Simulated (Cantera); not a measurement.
A Cantera script and its output.

```python
import numpy as np
import cantera as ct

gas = ct.Solution("gri30.yaml")


def delay(T, t_max=10):
    gas.TPX = T, 1000000, {'CH3OH': 1, 'O2': 0.882, 'N2': 3.32}
    reactor = ct.IdealGasConstPressureReactor(gas, clone=False)
    net = ct.ReactorNet([reactor])
    net.rtol, net.atol = 1e-8, 1e-16
    while net.time < t_max:
        t_old, T_old = net.time, reactor.T
        net.step()
        if reactor.T > T + 400:  # ignition: a rise of 400 K
            return t_old + (T + 400 - T_old) / (reactor.T - T_old) * (net.time - t_old)
    return np.nan


taus = []
for T in [1225, 1300, 1375, 1450, 1525, 1600, 1675, 1750, 1825, 1900]:
    taus.append(delay(T))
    print(f"T0 = {T:6g} K   tau = {taus[-1]:.4e} s")
```

Output:

```
T0 =   1225 K   tau = 8.7183e-04 s
T0 =   1300 K   tau = 2.8009e-04 s
T0 =   1375 K   tau = 1.0361e-04 s
T0 =   1450 K   tau = 4.3471e-05 s
T0 =   1525 K   tau = 2.0396e-05 s
T0 =   1600 K   tau = 1.0535e-05 s
T0 =   1675 K   tau = 5.8931e-06 s
T0 =   1750 K   tau = 3.5183e-06 s
T0 =   1825 K   tau = 2.2172e-06 s
T0 =   1900 K   tau = 1.4642e-06 s
```

Cantera simulation using GRI-Mech 3.0 (53 species, 325 reactions); the numbers are that mechanism's predictions, not measurements. GRI-Mech 3.0 was tuned for natural gas; its chemistry of methanol as a main component is partial and can be far from experiment.
